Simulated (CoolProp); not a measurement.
Values from CoolProp's reference Helmholtz-energy equation of state, Lemmon 2006. It is a short technical equation, of lower accuracy than the large ones.

Q: For C3F8 (R218), give the phase and the Z, cp (kJ/(kg K)), speed of sound (m/s), conductivity (mW/(m K)) at 25.75 °C and 0.774 MPa; 111.55 °C and 0.774 MPa; 120.05 °C and 0.774 MPa.

A: 
- 25.75 °C and 0.774 MPa: gas; Z 0.803, cp 0.927, speed of sound 96.8, conductivity 13.2
- 111.55 °C and 0.774 MPa: gas; Z 0.932, cp 0.937, speed of sound 126, conductivity 20.1
- 120.05 °C and 0.774 MPa: gas; Z 0.937, cp 0.945, speed of sound 128, conductivity 20.9

Thermal conductivity comes from a separate model (Huber 2003), an estimate that may be off by 10 % or more.
